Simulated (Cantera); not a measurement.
Cantera run:

```python
import numpy as np
import cantera as ct

gas_names = [...]  # 109 gases of nasa_gas.yaml made of C, Cl, H, Si
cond_names = """
    C(gr) C6H6(L) C7H8(L) C8H18(L),n-octa Si(cr) Si(L) SiC(b)
""".split()


# ... load() reads the species with a 1 bar reference pressure and builds the phases ...
atoms = {
    'SiH2Cl2': {'Si': 1, 'H': 2, 'CL': 2},
    'C2H4': {'C': 2, 'H': 4},
    'H2': {'H': 2},
}
top_T = {'C(gr)': 4500, 'SiC(b)': 3050}  # K; cautious upper limits of use, not melting points


# ... equilibrate(T, P, feed) seeds the gas with the atoms and calls Mixture.equilibrate('TP', solver="vcs", rtol=1e-11, max_steps=5000) ...
results = []
feed = {'SiH2Cl2': 1, 'C2H4': 0.09, 'H2': 180}  # mol
T = 2500  # K
for P in [100, 270, 720, 1900, 5200, 14000, 37000, 100000]:
    mix = equilibrate(T, P, feed)
    results.append((T, P, feed, dict(zip(mix.species_names, mix.species_moles))))

top = {s: max(r[3][s] / sum(r[3][g] for g in gas_names) for r in results) for s in gas_names}
cols = sorted((s for s in top if top[s] > 0.001), key=lambda s: -top[s])[:7]
seen = [c for c in cond_names if any(r[3].get(c, 0) > 1e-12 for r in results)]
print("log10 of partial pressures in bar; condensed amounts in mol")
print(f"{'P/Pa':>10s}" + "".join(f"{s[:9]:>10s}" for s in cols + seen))
for T, P, feed, n in results:
    ng = sum(n[g] for g in gas_names)
    print(f"{P:10.4g}" + "".join(f"{np.log10(max(n[s] / ng * P / 1e5, 1e-99)):10.3f}" for s in cols)
          + "".join(f"{n.get(c, 0):10.4g}" for c in seen))
```

Output:

```
log10 of partial pressures in bar; condensed amounts in mol
      P/Pa        H2         H       HCL        Si        CL
       100    -3.344    -3.272    -5.362    -5.408    -5.440
       270    -2.784    -2.992    -4.780    -4.934    -5.139
       720    -2.278    -2.739    -4.260    -4.481    -4.871
      1900    -1.808    -2.503    -3.780    -4.047    -4.626
      5200    -1.339    -2.269    -3.306    -3.613    -4.387
   1.4e+04    -0.890    -2.045    -2.856    -3.207    -4.161
   3.7e+04    -0.457    -1.828    -2.423    -2.839    -3.945
     1e+05    -0.018    -1.609    -1.989    -2.507    -3.730
```

Cantera equilibrium calculation (NASA polynomials, part measured and part estimated; ideal gas, pure solids and liquids). The tables' values for SiCl are old estimates; treat these amounts as uncertain. Gases not in the tables: Si2H6 and higher silanes.
